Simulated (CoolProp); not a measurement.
Vapour-liquid equilibrium of R114 (1) + benzene (2) at 17.15 °C; x and y are mole fractions of (1).

The numbers come from the multi-fluid Helmholtz-energy mixture model, Platzer 1990 and Thol 2012; pair parameters Bell 2016 in CoolProp. This equation is an older, rougher fit; its heat capacities, sound speeds and derivatives of the liquid may be far off and weren't checked against measurements.

```json
[
 {"x": "0.05", "bubble pressure (MPa)": "0.03499", "y at the bubble point": "0.759", "dew pressure at overall composition x (MPa)": "0.009186", "liquid density (mol/L)": "11.14"},
 {"x": "0.125", "bubble pressure (MPa)": "0.06284", "y at the bubble point": "0.872", "dew pressure at overall composition x (MPa)": "0.009965", "liquid density (mol/L)": "10.92"},
 {"x": "0.2", "bubble pressure (MPa)": "0.08131", "y at the bubble point": "0.906", "dew pressure at overall composition x (MPa)": "0.01089", "liquid density (mol/L)": "10.70"},
 {"x": "0.275", "bubble pressure (MPa)": "0.09392", "y at the bubble point": "0.922", "dew pressure at overall composition x (MPa)": "0.01200", "liquid density (mol/L)": "10.49"},
 {"x": "0.35", "bubble pressure (MPa)": "0.1030", "y at the bubble point": "0.931", "dew pressure at overall composition x (MPa)": "0.01336", "liquid density (mol/L)": "10.28"},
 {"x": "0.425", "bubble pressure (MPa)": "0.1100", "y at the bubble point": "0.938", "dew pressure at overall composition x (MPa)": "0.01507", "liquid density (mol/L)": "10.08"},
 {"x": "0.5", "bubble pressure (MPa)": "0.1161", "y at the bubble point": "0.944", "dew pressure at overall composition x (MPa)": "0.01729", "liquid density (mol/L)": "9.876"},
 {"x": "0.575", "bubble pressure (MPa)": "0.1218", "y at the bubble point": "0.950", "dew pressure at overall composition x (MPa)": "0.02026", "liquid density (mol/L)": "9.679"},
 {"x": "0.65", "bubble pressure (MPa)": "0.1277", "y at the bubble point": "0.956", "dew pressure at overall composition x (MPa)": "0.02447", "liquid density (mol/L)": "9.487"},
 {"x": "0.725", "bubble pressure (MPa)": "0.1340", "y at the bubble point": "0.962", "dew pressure at overall composition x (MPa)": "0.03087", "liquid density (mol/L)": "9.298"},
 {"x": "0.8", "bubble pressure (MPa)": "0.1412", "y at the bubble point": "0.970", "dew pressure at overall composition x (MPa)": "0.04175", "liquid density (mol/L)": "9.115"},
 {"x": "0.875", "bubble pressure (MPa)": "0.1492", "y at the bubble point": "0.980", "dew pressure at overall composition x (MPa)": "0.06410", "liquid density (mol/L)": "8.936"},
 {"x": "0.95", "bubble pressure (MPa)": "0.1585", "y at the bubble point": "0.991", "dew pressure at overall composition x (MPa)": "0.1221", "liquid density (mol/L)": "8.762"}
]
```

No azeotrope shows between x = 0.05 and 0.95.

The pair parameters rest on a limited set of measurements; away from them the model extrapolates. With so large a gap from Raoult's law the liquid may split in two, which this calculation doesn't test in full.
